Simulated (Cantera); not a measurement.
Cantera run:

```python
import numpy as np
import cantera as ct

gas_names = """
    CL CL2 H HCL H2 Si SiCL SiCL2 SiCL3 SiCL4 SiH SiHCL3 SiH2 SiH2CL2 SiH3 SiH3CL SiH4 Si2 Si3
""".split()
cond_names = """
    Si(cr) Si(L)
""".split()


def load(file, names, dense=False):
    # The tables refer to 1 bar. Condensed volumes are neglected.
    table = {s.name: s for s in ct.Species.list_from_file(file)}
    out = []
    for n in names:
        d = dict(table[n].input_data)
        d["thermo"] = dict(d["thermo"], **{"reference-pressure": 1e5})
        if dense:
            d["equation-of-state"] = {"model": "constant-volume", "density": "1e6 g/cm^3"}
        out.append(ct.Species.from_dict(d))
    return out


gas = ct.Solution(thermo="ideal-gas", species=load("nasa_gas.yaml", gas_names))
cond = {s.name: ct.Solution(thermo="fixed-stoichiometry", species=[s], name=s.name)
        for s in load("nasa_condensed.yaml", cond_names, dense=True)}
atoms = {
    'SiH2Cl2': {'Si': 1, 'H': 2, 'CL': 2},
    'HCl': {'H': 1, 'CL': 1},
    'H2': {'H': 2},
}
top_T = {}  # K; cautious upper limits of use, not melting points


def equilibrate(T, P, feed):
    n = {}
    for name, mol in feed.items():
        for a, k in atoms[name].items():
            n[a] = n.get(a, 0.0) + k * mol
    gas.TPX = T, P, n
    mass = sum(n.values()) * gas.mean_molecular_weight
    gas.equilibrate("TP")
    valid = [c for c in cond.values() if c.min_temp <= T <= top_T.get(c.name, c.max_temp)]
    mix = ct.Mixture([(gas, mass / gas.mean_molecular_weight)] + [(c, 0.0) for c in valid])
    mix.T, mix.P = T, P
    mix.equilibrate("TP", solver="vcs", rtol=1e-11, max_steps=5000)
    return mix


results = []
feed = {'SiH2Cl2': 1, 'HCl': 2.7, 'H2': 13}  # mol
T = 1500  # K
P = 2900  # Pa
mix = equilibrate(T, P, feed)
results.append((T, P, feed, dict(zip(mix.species_names, mix.species_moles))))
x = sorted(zip(gas.X, gas.species_names), reverse=True)
print(f"T = {T:g} K  P = {P:g} Pa  gas = {mix.phase_moles(0):.4g} mol")
print("   x: " + "  ".join(f"{s} {v:.3e}" for v, s in x if v > 0.001))
print("   condensed (mol): " + ("  ".join(f"{mix.phase(i).name} {mix.phase_moles(i):.4g}"
      for i in range(1, mix.n_phases) if mix.phase_moles(i) > 1e-12) or "none"))
```

Output:

```
T = 1500 K  P = 2900 Pa  gas = 17.65 mol
   x: H2 7.959e-01  HCL 1.473e-01  SiCL2 5.174e-02  SiCL3 3.624e-03
   condensed (mol): none
```

These are equilibrium values from Cantera (NASA tables, ideal gas, pure condensed phases), not measurements of a reactor. The tables' values for SiCl3 are old estimates; treat these amounts as uncertain.
